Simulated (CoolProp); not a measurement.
A closed Brayton cycle with carbon dioxide: compressor inlet 323.15 K and 9.4 MPa, high pressure 29.8 MPa, turbine inlet 635 K, compressor efficiency 0.85, turbine efficiency 0.85, recuperator effectiveness 0 (on enthalpy, no pinch check). Each further row changes one setting.

The numbers come from the reference Helmholtz-energy equation of state, Span 1996 in CoolProp.

| case | thermal efficiency (%) | net work (kJ/kg) | compressor to turbine work | compressor exit (K) | turbine exit (K) |
|---|---|---|---|---|---|
| as stated | 14.4 | 48.3 | 0.52 | 405.5 | 520.3 |
| turbine inlet 585 K | 13.7 | 36.9 | 0.59 | 405.5 | 474.3 |
| compressor inlet 333.15 K | 13.1 | 38.2 | 0.62 | 429.3 | 520.3 |
| high pressure 25.3 MPa | 13.0 | 45.5 | 0.49 | 393.5 | 536.2 |
| recuperator effectiveness 0.5 | 18.1 | 48.3 | 0.52 | 405.5 | 520.3 |
